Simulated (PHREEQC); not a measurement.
0.017 g of hydrous ferric oxide (600 m²/g; 0.2 weak and 0.005 strong sites per Fe, Dzombak-Morel constants, diffuse double layer) in 1 kg of water with 0.3 mol/kgw of an inert sodium salt and 1.5e-06 mol/kgw Na2SeO4, at 25 °C; the pH is set by adding NaOH or the inert anion's acid. Oxygen alone is held at its pressure in air (log pO2 = -0.68). No CO2 enters from the air. Precipitation was switched off in this run.

All values are PHREEQC results (ion-association model, wateq4f.dat), not measurements.

| pH | Se sorbed (%) | surface charge σ (C/m²) | surface potential ψ (mV) |
|---|---|---|---|
| 3 | 32.4 | 0.359 | 124 |
| 3.5 | 32.0 | 0.354 | 124 |
| 4.5 | 24.9 | 0.312 | 117 |
| 5 | 16.8 | 0.266 | 109 |
| 5.5 | 8.4 | 0.209 | 97 |
| 6.5 | 0.9 | 0.106 | 65 |
| 7 | 0.2 | 0.066 | 46 |
| 7.5 | 0.0 | 0.034 | 26 |
| 8.5 | 0.0 | -0.021 | -17 |
| 9 | 0.0 | -0.051 | -38 |

Species that the database lacks are ignored. The oxide is taken as insoluble; below pH 4 it would dissolve.
